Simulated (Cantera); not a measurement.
A closed system holds: 1 mol SiH₂Cl₂, a varied amount of O₃, equilibrated at 1250 K and 0.0100 bar.

Equilibrium computed with Cantera from the NASA thermochemical tables; the gas is ideal and each condensed phase is pure. Candidate condensed phases: H₂O, Si, SiO₂; 30 gas species. The tables hold silica as quartz up to 1696 K and as liquid above; real silica turns to tridymite and cristobalite and melts near 1996 K. Kinetics and transport are ignored.

Question: At 1.1 mol O₃, list the 5 most abundant gas species with their mole fractions, and the condensed phases.

Answer: HCl 0.674, O₂ 0.226, H₂O 0.0459, Cl₂ 0.0383, Cl 0.0153. Condensed: SiO₂(β-quartz).
